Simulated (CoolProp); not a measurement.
Aqueous calcium chloride as a coolant, at 11 °C, 1 atm.

Model: Melinder's fits for secondary coolants, in CoolProp.

| mass % | freezing point (°C) | conductivity (W/(m K)) | Prandtl number | density (kg/m³) | viscosity (mPa s) |
|---|---|---|---|---|---|
| 2.3 | -1.1 | 0.580 | 9.33 | 1017 | 1.34 |
| 6.1 | -3.0 | 0.577 | 9.68 | 1051 | 1.46 |
| 9.9 | -5.8 | 0.573 | 10.2 | 1086 | 1.62 |
| 13.6 | -9.4 | 0.569 | 10.9 | 1121 | 1.82 |
| 17.4 | -14.2 | 0.565 | 12.0 | 1157 | 2.11 |
| 21.2 | -20.4 | 0.560 | 13.6 | 1195 | 2.51 |
| 25 | -29.0 | 0.555 | 16.0 | 1233 | 3.07 |
